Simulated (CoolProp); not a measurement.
The numbers come from the reference Helmholtz-energy equation of state, Pan 2012 in CoolProp.

Give the vapour pressure (kPa), liquid density (kg/m³), surface tension (mN/m) of saturated R236FA at -7.85 °C.


```csv
T (°C),p (kPa),liquid density (kg/m³),surface tension (mN/m)
-7.85,77.2,1470,13.7
```

Surface tension comes from a separate correlation (Mulero 2012).
